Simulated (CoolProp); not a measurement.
Cyclopentane along the isotherm 475.3 K: density (kg/m³) from the reference equation and from simpler models built on Tc = 511.7 K, pc = 4.583 MPa, ω = 0.202; each cubic takes its own stable root.

The numbers come from the reference Helmholtz-energy equation of state, Gedanitz 2015 in CoolProp.

```tsv
p (MPa)	phase	reference	van der Waals	Redlich-Kwong	Soave-Redlich-Kwong	Peng-Robinson
0.491	gas	9.171	9.070	9.139	9.151	9.193
0.982	gas	19.45	18.98	19.29	19.35	19.54
1.47	gas	31.18	29.91	30.73	30.90	31.37
1.96	gas	45.24	42.39	44.16	44.56	45.53
2.46	gas	63.78	57.48	61.12	62.11	63.97
2.95	liquid	502.9	76.38	84.28	432.7	488.8
3.44	liquid	508.6	314.5	424.4	442.4	499.1
3.93	liquid	513.7	327.1	434.7	450.7	508.0
4.42	liquid	518.3	336.5	443.5	458.2	516.0
4.91	liquid	522.5	344.1	451.3	464.9	523.3
5.4	liquid	526.3	350.5	458.3	471.0	529.9
5.89	liquid	529.9	356.1	464.7	476.7	536.0
6.38	liquid	533.2	361.1	470.6	481.9	541.8
6.87	liquid	536.4	365.6	476.1	486.9	547.1
```

At some of these states van der Waals, Redlich-Kwong gives the other phase, because its saturation line lies elsewhere.
